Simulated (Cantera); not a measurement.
An isothermal, constant-pressure homogeneous reactor starts with CH4 : H2 = 1 : 10 (molar parts), at 1875 K and 0.0510 bar. Integrator tolerance rtol = 1e-08.

Detailed kinetics in Cantera: GRI-Mech 3.0 (53 species, 325 reactions). GRI-Mech 3.0 stops at C3 and has no aromatics, soot or wall deposition, so with more carbon than oxygen in the feed, carbon stays in small species such as C2H2 where larger ones or solid carbon would form.

What does this change do: pressure from 0.0510 bar to 0.00270 bar?


| quantity | before | after |
|---|---|---|
| x(CH4) at 2.00 s | 0.000448 (gas-phase equilibrium 0.000328) | 0.00185 (gas-phase equilibrium 1.71e-5) |
| x(H2) at 2.00 s | 0.955 (gas-phase equilibrium 0.955) | 0.950 (gas-phase equilibrium 0.946) |
| x(C2H2) at 2.00 s | 0.0414 (gas-phase equilibrium 0.0414) | 0.0405 (gas-phase equilibrium 0.0414) |
| x(CH3) at 2.00 s | 2.68e-5 (gas-phase equilibrium 1.96e-5) | 0.000267 (gas-phase equilibrium 4.47e-6) |
| x(H) at 2.00 s | 0.00286 (gas-phase equilibrium 0.00286) | 0.00687 (gas-phase equilibrium 0.0124) |
| x(C2H4) at 2.00 s | 2.85e-5 (gas-phase equilibrium 2.85e-5) | 3.69e-6 (gas-phase equilibrium 1.49e-6) |
Radical loss at walls, strong at low pressure, is not modelled.

What does this change do: pressure from 0.0510 bar to 0.0133 bar?


| quantity | before | after |
|---|---|---|
| x(CH4) at 2.00 s | 0.000448 (gas-phase equilibrium 0.000328) | 0.000425 (gas-phase equilibrium 8.54e-5) |
| x(H2) at 2.00 s | 0.955 (gas-phase equilibrium 0.955) | 0.953 (gas-phase equilibrium 0.953) |
| x(C2H2) at 2.00 s | 0.0414 (gas-phase equilibrium 0.0414) | 0.0413 (gas-phase equilibrium 0.0415) |
| x(CH3) at 2.00 s | 2.68e-5 (gas-phase equilibrium 1.96e-5) | 4.92e-5 (gas-phase equilibrium 1.00e-5) |
| x(H) at 2.00 s | 0.00286 (gas-phase equilibrium 0.00286) | 0.00551 (gas-phase equilibrium 0.00558) |
| x(C2H4) at 2.00 s | 2.85e-5 (gas-phase equilibrium 2.85e-5) | 7.50e-6 (gas-phase equilibrium 7.44e-6) |
Radical loss at walls, strong at low pressure, is not modelled.

What does this change do: temperature 1875 to 1123 K?


```tsv
quantity	before	after
x(CH4) at 2.00 s	0.000448 (gas-phase equilibrium 0.000328)	0.0909 (gas-phase equilibrium 0.0902)
x(H2) at 2.00 s	0.955 (gas-phase equilibrium 0.955)	0.909 (gas-phase equilibrium 0.909)
x(C2H2) at 2.00 s	0.0414 (gas-phase equilibrium 0.0414)	1.39e-12 (gas-phase equilibrium 0.000109)
x(CH3) at 2.00 s	2.68e-5 (gas-phase equilibrium 1.96e-5)	1.56e-7 (gas-phase equilibrium 3.32e-7)
x(H) at 2.00 s	0.00286 (gas-phase equilibrium 0.00286)	8.44e-8 (gas-phase equilibrium 1.81e-7)
x(C2H4) at 2.00 s	2.85e-5 (gas-phase equilibrium 2.85e-5)	1.97e-9 (gas-phase equilibrium 0.000220)
```
